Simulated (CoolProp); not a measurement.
Vapour-liquid equilibrium of n-decane (1) + n-dodecane (2) at 220.65 °C; x and y are mole fractions of (1).

Values from CoolProp's multi-fluid Helmholtz-energy mixture model, Lemmon 2006 and Lemmon 2004; pair parameters Bell 2016.

```tsv
x	bubble pressure, mixture model (bar)	bubble pressure, Raoult's law (bar)	y, mixture model	y, Raoult's law
0.05	___	1.212	0.108	0.120
0.2	1.452	1.478	0.368	0.392
0.35	___	1.745	0.558	0.582
0.5	1.981	2.011	___	0.721
0.65	___	2.278	___	0.827
0.8	___	2.544	0.902	0.912
0.95	___	2.811	___	0.980
```

### Question
Complete the blanks.

### Answer

- 0.05, bubble pressure, mixture model (bar): 1.202
- 0.35, bubble pressure, mixture model (bar): 1.713
- 0.5, y, mixture model: 0.701
- 0.65, bubble pressure, mixture model (bar): 2.253
- 0.65, y, mixture model: 0.812
- 0.8, bubble pressure, mixture model (bar): 2.528
- 0.95, bubble pressure, mixture model (bar): 2.806
- 0.95, y, mixture model: 0.977

The largest gap from Raoult's law is -1.8 % in bubble pressure, at x = 0.35. No azeotrope shows between x = 0.05 and 0.95.

The pair parameters rest on a limited set of measurements; away from them the model extrapolates.
